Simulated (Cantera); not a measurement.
Input: 1 mol CuO, 4.4 mol H2, 1.1 mol H2O, at 1477 °C.

Cantera equilibrium calculation (NASA polynomials, part measured and part estimated; ideal gas, pure solids and liquids). Candidate condensed phases: Cu, CuO, Cu(OH)2, Cu2O, H2O; 12 gas species. The numbers say what is thermodynamically allowed, not how fast it happens.

### Question
Which condensed phases are stable at each of these points (P (Pa)): 10, 68, 460, 3200, 22000, 150000, 1000000?

### Answer
| P (Pa) | condensed phases | Cu condensed (%) |
|---|---|---|
| 10 | gas only | 0.0 |
| 68 | gas only | 0.0 |
| 460 | Cu(l) | 61.6 |
| 3200 | Cu(l) | 94.8 |
| 22000 | Cu(l) | 99.2 |
| 150000 | Cu(l) | 99.9 |
| 1000000 | Cu(l) | 100.0 |

From 0.0750 Torr to 0.510 Torr nothing is condensed. From 3.45 Torr to 7500 Torr the condensed part is Cu(l).
